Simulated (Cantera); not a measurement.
A closed system holds: 1 mol AlI3, 0.46 mol H2O, 4.2 mol H2, at 0.290 bar.

Cantera equilibrium calculation (NASA polynomials, part measured and part estimated; ideal gas, pure solids and liquids). Candidate condensed phases: Al, AlI3, Al2O3, H2O, I2; 25 gas species. Equilibrium is a limit: real reactors are often held back by kinetics, nucleation or transport.

Over these rows the condensed part is Al2O3(s). Partial pressures as log10 of bar:

| T (K) | 1000/T (1/K) | log p Al2O | log p H2 | log p I | log p AlI | log p HI |
|---|---|---|---|---|---|---|
| 1775 | 0.5634 | -6.59 | -0.75 | -1.24 | -1.62 | -1.56 |
| 1825 | 0.5479 | -6.23 | -0.76 | -1.21 | -1.59 | -1.59 |
| 1875 | 0.5333 | -5.90 | -0.76 | -1.18 | -1.58 | -1.64 |
| 1925 | 0.5195 | -5.58 | -0.76 | -1.17 | -1.57 | -1.68 |
| 1975 | 0.5063 | ? | -0.76 | -1.15 | -1.57 | -1.73 |
| 2025 | 0.4938 | -4.99 | -0.76 | -1.14 | -1.57 | -1.77 |

Question: Fit log p(Al2O) = a + b·(1000/T) to the five rows, give the apparent enthalpy, and predict the row at 1975 K.

Answer: Means: 1000/T = 0.5316, log p = -5.858. Sxy = -0.065587, Sxx = 0.0028551, so b = -22.97 and a = -5.858 − (-22.97)×0.5316 = 6.35.
Apparent enthalpy: −19.145 × (-22.97) = 440 kJ/mol. With the condensed phases at unit activity, 1/3 Al2O3(s) + 4/3 AlI(g) = Al2O(g) + 4/3 I(g) links this pressure to the main gases: over the six rows their terms move log p by -0.07 in all, so the slope is close to that reaction's ΔH°. The five rows lie within 0.01 of the line.
Prediction at 1975 K: 6.35 + (-22.97)×0.5063 = -5.28. The computed value is -5.28, 0.00 from the line.
